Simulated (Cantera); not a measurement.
Adiabatic ignition

An adiabatic, constant-pressure homogeneous reactor starts with H2 : O2 : N2 = 1 : 0.278 : 1.04 (molar parts), at 1750 K and 570000 Pa.

Model: GRI-Mech 3.0 (53 species, 325 reactions), integrated in Cantera. The hydrogen kinetics of GRI-Mech 3.0 are dated; newer H2 mechanisms differ, most at raised pressure. Above 3000 K some thermodynamic fits are extrapolated.

```
t (s)     T (K)   x H2      x O2    x OH   x H2O2    x NO2  x H2O
--------  -----  -----  --------  ------  -------  -------  -----
2.00e-6    2420  0.178   0.00467  0.0234  7.19e-7  2.81e-9  0.209
7.76e-6    2967  0.201   0.00125  0.0180  3.70e-7  1.51e-8  0.239
3.01e-5    3062  0.205  0.000773  0.0151  3.10e-7  5.46e-8  0.246
0.000117   3057  0.206  0.000738  0.0148  3.00e-7  1.48e-7  0.245
0.000454   3055  0.206  0.000724  0.0147  2.96e-7  1.85e-7  0.245
0.00176    3055  0.206  0.000724  0.0147  2.96e-7  1.85e-7  0.245
0.00684    3055  0.206  0.000724  0.0147  2.96e-7  1.85e-7  0.245
0.0265     3055  0.206  0.000724  0.0147  2.96e-7  1.85e-7  0.245
0.103      3055  0.206  0.000724  0.0147  2.96e-7  1.85e-7  0.245
0.400      3055  0.206  0.000724  0.0147  2.96e-7  1.85e-7  0.245
```
x: mole fraction; the columns are a selection and need not sum to one.

| Quantity | Result |
|---|---|
| time of steepest temperature rise | 1.23 µs |
| temperature at 0.400 s | 3055 K |
| equilibrium temperature | 3055 K |
| x(H2) at 0.400 s | 0.206 (gas-phase equilibrium 0.206) |
| x(O2) at 0.400 s | 0.000724 (gas-phase equilibrium 0.000724) |
| x(OH) at 0.400 s | 0.0147 (gas-phase equilibrium 0.0147) |
